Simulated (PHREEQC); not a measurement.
1.4 g of hydrous ferric oxide (600 m²/g; 0.2 weak and 0.005 strong sites per Fe, Dzombak-Morel constants, diffuse double layer) in 1 kg of water with 0.005 mol/kgw of an inert sodium salt and 0.00028 mol/kgw MgCl2 and 0.00036 mol/kgw CaCl2, at 25 °C; the pH is set by adding NaOH or the inert anion's acid. O2 is buffered at 0.21 atm. CO2 from the air is kept out. Precipitation was switched off in this run.

The series has 13 steps of pH, from 3 to 11.

Equilibrium calculation in PHREEQC: ion-association model, wateq4f.dat.

Task: Near which pH is half of the Mg sorbed, and on which side is more sorbed?

Result: Near pH 7.8, with more sorbed at higher pH.

Task: Near which pH is half of the Ca sorbed, and on which side is more sorbed?

Result: Near pH 8.5, with more sorbed at higher pH.

Task: At which pH does the surface charge pass through zero?

Result: Near pH 8.4.

The oxide is taken as insoluble; below pH 4 it would dissolve.
